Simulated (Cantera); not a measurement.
What does this Cantera script print?

```python
import numpy as np
import cantera as ct

gas_names = [...]  # 115 gases of nasa_gas.yaml made of C, Ca, H, O
cond_names = """
    C(gr) C6H6(L) C7H8(L) C8H18(L),n-octa Ca(a) Ca(b) Ca(L) CaCO3(caL) CaO(s) CaO(L) CaO2H2(s) H2O(s)
    H2O(L)
""".split()


# ... load() reads the species with a 1 bar reference pressure and builds the phases ...
atoms = {
    'CaCO3': {'Ca': 1, 'C': 1, 'O': 3},
    'H2O': {'H': 2, 'O': 1},
    'O2': {'O': 2},
}
top_T = {'C(gr)': 4500}  # K; cautious upper limits of use, not melting points


# ... equilibrate(T, P, feed) seeds the gas with the atoms and calls Mixture.equilibrate('TP', solver="vcs", rtol=1e-11, max_steps=5000) ...
results = []
feed = {'CaCO3': 1, 'H2O': 6.2, 'O2': 19}  # mol
P = 1300  # Pa
for T in [1323, 1423, 1523, 1623, 1723, 1823, 1923, 2023]:
    mix = equilibrate(T, P, feed)
    results.append((T, P, feed, dict(zip(mix.species_names, mix.species_moles))))

top = {s: max(r[3][s] / sum(r[3][g] for g in gas_names) for r in results) for s in gas_names}
cols = sorted((s for s in top if top[s] > 0.0001), key=lambda s: -top[s])[:9]
seen = [c for c in cond_names if any(r[3].get(c, 0) > 1e-12 for r in results)]
print("log10 of partial pressures in bar; condensed amounts in mol")
print(f"{'T/K':>10s}" + "".join(f"{s[:9]:>10s}" for s in cols + seen))
for T, P, feed, n in results:
    ng = sum(n[g] for g in gas_names)
    print(f"{T:10.4g}" + "".join(f"{np.log10(max(n[s] / ng * P / 1e5, 1e-99)):10.3f}" for s in cols)
          + "".join(f"{n.get(c, 0):10.4g}" for c in seen))
```

It prints:

```
log10 of partial pressures in bar; condensed amounts in mol
       T/K        O2       H2O       CO2        OH         O        H2        CO         H    CaO(s)
      1323    -2.026    -2.512    -3.304    -5.958    -7.588    -8.386    -8.910    -9.993         1
      1423    -2.026    -2.512    -3.304    -5.507    -6.884    -7.694    -8.131    -9.025         1
      1523    -2.026    -2.513    -3.304    -5.114    -6.271    -7.091    -7.454    -8.182         1
      1623    -2.026    -2.513    -3.305    -4.771    -5.734    -6.563    -6.863    -7.442         1
      1723    -2.026    -2.515    -3.305    -4.467    -5.258    -6.096    -6.341    -6.787    0.9999
      1823    -2.027    -2.518    -3.306    -4.198    -4.835    -5.681    -5.877    -6.204    0.9999
      1923    -2.029    -2.522    -3.309    -3.958    -4.456    -5.310    -5.464    -5.681    0.9997
      2023    -2.032    -2.530    -3.315    -3.744    -4.115    -4.979    -5.095    -5.211    0.9992
```

Cantera equilibrium calculation (NASA polynomials, part measured and part estimated; ideal gas, pure solids and liquids).
